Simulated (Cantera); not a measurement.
Charge: 1 mol Ta₂O₅, 1.2 mol C, 1.7 mol H₂, equilibrated at 0.133 bar.

Cantera equilibrium calculation (NASA polynomials, part measured and part estimated; ideal gas, pure solids and liquids). Candidate condensed phases: C, C₆H₆, C₇H₈, C₈H₁₈, H₂O, Ta, TaC, Ta₂O₅; 113 gas species. Mutual solubility and eutectic melting of coexisting phases are not modelled. TaC: taken at fixed stoichiometry. Condensed phases not in the tables: Ta₂C. Rates play no part. All values below are at 1023 K.

Base state: H₂ 0.984, CH₄ 0.00968, CO 0.00613, H₂O 0.000220 (mole fractions); condensed: C(graphite) + TaC(s) + Ta₂O₅(s).

Question: What changes in the equilibrium state with this change: Ta₂O₅ replaced by SiO₂?

Answer: 
```json
[
 {"species": "H₂", "before": "0.984", "after": "0.990"},
 {"species": "CH₄", "before": "0.00968", "after": "0.00981"},
 {"species": "CO", "before": "0.00613", "after": "2.13e-6"},
 {"species": "H₂O", "before": "0.000220", "after": "7.70e-8"},
 {"species": "C(graphite), mol", "before": "1.17", "after": "1.18"},
 {"species": "TaC(s), mol", "before": "0.00430", "after": "0"},
 {"species": "Ta₂O₅(s), mol", "before": "0.998", "after": "0"},
 {"species": "SiO₂(β-quartz), mol", "before": "0", "after": "1.000"}
]
```
Further candidate phases: Si, SiC, SiO₂.

Question: What changes in the equilibrium state with this change: pressure from 0.133 bar to 32.0 mbar?

Answer: 
```csv
species,before,after
H₂,0.984,0.972
CO,0.00613,0.0255
CH₄,0.00968,0.00227
H₂O,0.000220,0.000217
"C(graphite), mol",1.17,1.13
"TaC(s), mol",0.00430,0.0179
"Ta₂O₅(s), mol",0.998,0.991
```
